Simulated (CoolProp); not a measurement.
2000 sccm (0 °C, 1 atm) of nitrogen bubbles through liquid water at 342.9 K and leaves saturated at a total pressure of 0.15 MPa (ideal gas phase). Each further row changes one setting.

Computed with CoolProp (reference Helmholtz-energy equation of state, Wagner 2002).

| case | vapour pressure (kPa) | mole fraction of vapour | delivery (mg/min) | delivery (sccm) | change of delivery for a bath 1 K warmer (%) |
|---|---|---|---|---|---|
| as stated | 30.9 | 0.206 | 416 | 518 | 5.6 |
| bath temperature 347.9 K | 38.2 | 0.255 | 549 | 683 | 5.8 |
| total pressure 0.3 MPa | 30.9 | 0.103 | 184 | 229 | 4.9 |
